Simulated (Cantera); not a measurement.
Cantera run, input and output.

```python
import numpy as np
import cantera as ct

gas = ct.Solution("gri30.yaml", transport_model="multicomponent")
show = ['CO2', 'NO', 'H']

rows = []
print(f"{'T/K':>7s}{'rho':>11s}{'cp':>10s}{'mu':>11s}{'lambda':>11s}{'Pr':>7s}" + "".join(f"{'D_' + s:>11s}" for s in show))
for T in [400, 500, 600, 700, 800, 900, 1000, 1100, 1200]:
    gas.TPX = T, 2666, {'NO': 0.93}
    Pr = gas.cp_mass * gas.viscosity / gas.thermal_conductivity
    D = [gas.mix_diff_coeffs_mole[gas.species_index(s)] for s in show]
    rows.append([gas.density, gas.cp_mass, gas.viscosity, gas.thermal_conductivity, Pr, *D])
    print(f"{T:7g}{gas.density:11.4e}{gas.cp_mass:10.1f}{gas.viscosity:11.4e}"
          f"{gas.thermal_conductivity:11.4e}{Pr:7.3f}" + "".join(f"{d:11.4e}" for d in D))
print("SI units: kg/m3, J/kg/K, Pa s, W/m/K, m2/s")
```

Result:

```
    T/K        rho        cp         mu     lambda     Pr      D_CO2       D_NO        D_H
    400 2.4053e-02     998.6 2.3120e-05 3.2481e-02  0.711 9.9184e-04 2.5355e-01 7.7194e-03
    500 1.9243e-02    1016.2 2.7036e-05 3.8749e-02  0.709 1.4735e-03 3.7662e-01 1.1373e-02
    600 1.6036e-02    1040.9 3.0618e-05 4.5000e-02  0.708 2.0251e-03 5.1759e-01 1.5544e-02
    700 1.3745e-02    1067.4 3.3953e-05 5.1198e-02  0.708 2.6414e-03 6.7518e-01 2.0197e-02
    800 1.2027e-02    1092.2 3.7097e-05 5.7257e-02  0.708 3.3187e-03 8.4839e-01 2.5306e-02
    900 1.0690e-02    1113.9 4.0086e-05 6.3114e-02  0.707 4.0537e-03 1.0364e+00 3.0848e-02
   1000 9.6213e-03    1132.7 4.2948e-05 6.8778e-02  0.707 4.8441e-03 1.2386e+00 3.6806e-02
   1100 8.7466e-03    1146.6 4.5702e-05 7.4109e-02  0.707 5.6875e-03 1.4545e+00 4.3164e-02
   1200 8.0178e-03    1159.2 4.8363e-05 7.9307e-02  0.707 6.5823e-03 1.6834e+00 4.9908e-02
SI units: kg/m3, J/kg/K, Pa s, W/m/K, m2/s
```

Computed with Cantera and GRI-Mech 3.0 (53 species, 325 reactions). The composition is frozen, though it would react at the higher temperatures.
